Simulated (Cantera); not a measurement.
# Stirred combustor or abatement burner

A perfectly stirred reactor is fed with CH3OH : O2 : N2 = 1 : 2 : 7.52 (molar parts), at 13.0 bar; it is adiabatic with a 700 K inlet, and is followed from long to short residence time, starting on the burning branch (τ in s: 0.037, 0.016, 0.0065, 0.0027, 0.0012, 0.00048, 0.0002, 8.5e-05, 3.6e-05).

Detailed kinetics in Cantera: GRI-Mech 3.0 (53 species, 325 reactions). GRI-Mech 3.0 was tuned for natural gas; its chemistry of methanol as a main component is partial and can be far from experiment. The pressure lies above the range GRI-Mech 3.0 was tuned for (to about 10 atm).

```json
[
 {"τ (s)": "0.037", "T (K)": "2246", "x CH3OH": "3.08e-7", "x O2": "0.0438", "x C2H": "<1e-12", "x NO": "0.00282", "x N2O": "1.10e-6", "x CO2": "0.0896"},
 {"τ (s)": "0.016", "T (K)": "2248", "x CH3OH": "6.94e-7", "x O2": "0.0444", "x C2H": "<1e-12", "x NO": "0.00168", "x N2O": "1.12e-6", "x CO2": "0.0895"},
 {"τ (s)": "0.0065", "T (K)": "2248", "x CH3OH": "1.65e-6", "x O2": "0.0448", "x C2H": "<1e-12", "x NO": "0.000839", "x N2O": "1.16e-6", "x CO2": "0.0893"},
 {"τ (s)": "0.0027", "T (K)": "2246", "x CH3OH": "3.77e-6", "x O2": "0.0452", "x C2H": "<1e-12", "x NO": "0.000414", "x N2O": "1.25e-6", "x CO2": "0.0890"},
 {"τ (s)": "0.0012", "T (K)": "2240", "x CH3OH": "7.77e-6", "x O2": "0.0456", "x C2H": "<1e-12", "x NO": "0.000227", "x N2O": "1.40e-6", "x CO2": "0.0883"},
 {"τ (s)": "0.00048", "T (K)": "2226", "x CH3OH": "1.67e-5", "x O2": "0.0462", "x C2H": "1.47e-12", "x NO": "0.000126", "x N2O": "1.64e-6", "x CO2": "0.0870"},
 {"τ (s)": "0.00020", "T (K)": "2204", "x CH3OH": "3.30e-5", "x O2": "0.0473", "x C2H": "2.72e-12", "x NO": "7.68e-5", "x N2O": "1.86e-6", "x CO2": "0.0846"},
 {"τ (s)": "8.5e-5", "T (K)": "2168", "x CH3OH": "6.32e-5", "x O2": "0.0491", "x C2H": "4.67e-12", "x NO": "4.74e-5", "x N2O": "1.92e-6", "x CO2": "0.0808"},
 {"τ (s)": "3.6e-5", "T (K)": "2113", "x CH3OH": "0.000125", "x O2": "0.0522", "x C2H": "9.88e-12", "x NO": "2.76e-5", "x N2O": "1.78e-6", "x CO2": "0.0746"}
]
```
x: mole fraction; the columns are a selection and need not sum to one.
